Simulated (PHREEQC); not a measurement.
Solution (25 °C): 0.21 mol/kgw ZnSO4. Closed to the air; pH follows from the charge balance.

The numbers come from PHREEQC with the ion-association model, phreeqc.dat.

Precipitation was switched off in this run.

Q: Predict the pH, density, ionic strength.

A: pH 5.48; density 1.031 g/cm³; ionic strength 0.404 mol/kgw.

Q: In which forms is Zn present?

A: Zn+2 48 %, ZnSO4 35 %, Zn(SO4)2-2 16 % of the Zn.

Species that the database lacks are ignored.
